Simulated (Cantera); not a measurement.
A closed system holds: 1 mol TiO2, 4 mol Cl2, equilibrated at 1025 K and 0.413 Torr.

Equilibrium computed with Cantera from the NASA thermochemical tables; the gas is ideal and each condensed phase is pure. Candidate condensed phases: Ti, TiCl2, TiCl3, TiCl4, TiO, TiO2, Ti2O3, Ti3O5, Ti4O7; 15 gas species. Condensed phases not in the tables: TiOCl. Kinetics and transport are ignored.

Base state: Cl2 0.975, Cl 0.0236, TiCl4 0.000934, O2 0.000934 (mole fractions); condensed: TiO2(rutile).

Question: What changes in the equilibrium state with this change: pressure from 0.413 Torr to 0.195 Torr?

Answer: 
```
species              before     after
-----------------  --------  --------
Cl2                   0.975     0.964
Cl                   0.0236    0.0341
TiCl4              0.000934  0.000924
O2                 0.000934  0.000924
TiO2(rutile), mol     0.996     0.996
```
